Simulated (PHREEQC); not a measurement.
1 kg of water holding 24 mmol/kgw Na2CO3 and 4.8 mmol/kgw Na2B4O7 is evaporated at 20 °C; the solids stay in contact with the brine. CO2 from the air is kept out. Solids allowed: Nahcolite, Natron, Trona, Borax, Boric_acid,s, NaBO2:4H2O, NaB5O8:5H2O. Others were left out.

All values are PHREEQC results (Pitzer model, pitzer.dat), not measurements.

### Question
Predict ionic strength at water left (kg) = 1, 0.009038, 0.00744.

### Answer
```
water left (kg)  ionic strength
---------------  --------------
1                        0.0731
0.009038                   8.20
0.00744                    9.98
```

Species that the database lacks are ignored.
